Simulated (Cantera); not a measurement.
Feed: 1 mol FeS, 180 mol H₂, held at 165 Torr.

Cantera equilibrium calculation (NASA polynomials, part measured and part estimated; ideal gas, pure solids and liquids). Candidate condensed phases: Fe, FeS, FeS₂, S; 8 gas species. Mutual solubility and eutectic melting of coexisting phases are not modelled. FeS: taken at fixed stoichiometry. Kinetics and transport are ignored. All values below are at 1100 K.

Base state: H₂ 0.998, H₂S 0.00228 (mole fractions); condensed: Fe(α) + FeS(s).

Task: What changes in the equilibrium state with this change: FeS replaced by FeS₂?

Result: 
```
species       before    after
-----------  -------  -------
H₂             0.998    0.994
H₂S          0.00228  0.00556
Fe(α), mol     0.410        0
FeS(s), mol    0.590     1.00
```
